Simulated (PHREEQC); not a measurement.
Synthetic water in mg/kgw, 20 °C, pH 5.77, pe 8.2:

| constituent | mg/kgw |
|---|---|
| Na | 0.256 |
| K | 0.07 |
| Ca | 0.163 |
| Mg | 0.0997 |
| Cl | 0.0328 |
| S(6) as SO4 | 0.225 |
| Alkalinity as HCO3 | 1.52 |
| Pb | 0.0115 |
| Ba | 0.0033 |
| Li | 0.00174 |
| Cd | 0.0216 |
| Si as SiO2 | 0.000651 |

Valence states are taken as typed.

Model: ion-association model, wateq4f.dat, run in PHREEQC.

```yaml
ionic_strength: 4.28e-5 mol/kgw
charge_balance_error: -0.7 %
```

```json
[
 {"species": "CO2", "molality": "0.000108", "activity": "0.000108", "log γ": "0.000"},
 {"species": "HCO3-", "molality": "2.66e-5", "activity": "2.64e-5", "log γ": "-0.003"},
 {"species": "Na+", "molality": "1.11e-5", "activity": "1.10e-5", "log γ": "-0.003"},
 {"species": "Mg+2", "molality": "4.10e-6", "activity": "3.98e-6", "log γ": "-0.013"},
 {"species": "Ca+2", "molality": "4.06e-6", "activity": "3.94e-6", "log γ": "-0.013"},
 {"species": "SO4-2", "molality": "2.34e-6", "activity": "2.27e-6", "log γ": "-0.013"},
 {"species": "K+", "molality": "1.79e-6", "activity": "1.78e-6", "log γ": "-0.003"},
 {"species": "H+", "molality": "1.71e-6", "activity": "1.70e-6", "log γ": "-0.003"},
 {"species": "Cl-", "molality": "9.25e-7", "activity": "9.18e-7", "log γ": "-0.003"},
 {"species": "Li+", "molality": "2.51e-7", "activity": "2.49e-7", "log γ": "-0.003"},
 {"species": "Cd+2", "molality": "1.92e-7", "activity": "1.86e-7", "log γ": "-0.013"},
 {"species": "Pb+2", "molality": "5.32e-8", "activity": "5.16e-8", "log γ": "-0.013"},
 {"species": "Ba+2", "molality": "2.40e-8", "activity": "2.33e-8", "log γ": "-0.013"},
 {"species": "H4SiO4", "molality": "1.08e-8", "activity": "1.08e-8", "log γ": "0.000"},
 {"species": "OH-", "molality": "4.03e-9", "activity": "4.00e-9", "log γ": "-0.003"},
 {"species": "MgSO4", "molality": "1.85e-9", "activity": "1.85e-9", "log γ": "0.000"}
]
```

Precipitation was switched off in this run. Species that the database lacks are ignored.
